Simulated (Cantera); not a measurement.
## Iron carbonyl, mercury and lead vapours: HgO + N2

Charge: 1 mol HgO, 11 mol N2, at 275 °C and 0.00580 bar.

Method: chemical equilibrium by Gibbs-energy minimisation in Cantera with the NASA 1993 tables (ideal gas, pure condensed phases). Candidate condensed phases: Hg, HgO; 10 gas species. Rates play no part.

- x(N2) = 0.880
- x(Hg) = 0.0800
- x(O2) = 0.0400
- gas amount = 12.50 mol
- log10 activity of Hg(l) (absent) = -2.60
